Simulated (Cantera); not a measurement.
Feed: 1 mol C3H8, 0.53 mol O2, 2.1 mol H2, at 0.133 bar.

Equilibrium computed with Cantera from the NASA thermochemical tables; the gas is ideal and each condensed phase is pure. Candidate condensed phases: C, C6H6, C7H8, C8H18, H2O; 110 gas species. Equilibrium is a limit: real reactors are often held back by kinetics, nucleation or transport.

log p: log10 of the partial pressure in bar; n: condensed amount in mol.

```
T (K)  log p H2  log p CO  log p H  log p C2H2 (acetylene)  log p CH4  n C(graphite)
-----  --------  --------  -------  ----------------------  ---------  -------------
1625      -0.94     -1.70    -4.62                   -5.39      -4.72           1.94
1675      -0.94     -1.70    -4.41                   -5.18      -4.81           1.94
1725      -0.95     -1.70    -4.20                   -4.98      -4.89           1.94
1775      -0.95     -1.70        …                       …          …           1.94
1825      -0.95     -1.70    -3.83                   -4.61      -5.04           1.94
1875      -0.95     -1.71    -3.66                   -4.44      -5.11           1.94
1925      -0.95     -1.71    -3.49                   -4.29      -5.17           1.93
1975      -0.95     -1.71    -3.34                   -4.13      -5.24           1.93
2025      -0.95     -1.71    -3.19                   -3.99      -5.30           1.93
2075      -0.95     -1.71    -3.05                   -3.85      -5.35           1.92
2125      -0.95     -1.71        …                       …      -5.41           1.92
2175      -0.95     -1.71    -2.79                   -3.60      -5.46           1.91
2225      -0.95     -1.71    -2.67                   -3.49      -5.51           1.90
2275      -0.96     -1.71    -2.55                   -3.38      -5.56           1.89
```

**Question.** What belongs in the gaps?

**Answer.** 
- 1775, log p H: -4.01
- 1775, log p C2H2 (acetylene): -4.79
- 1775, log p CH4: -4.97
- 2125, log p H: -2.91
- 2125, log p C2H2 (acetylene): -3.73
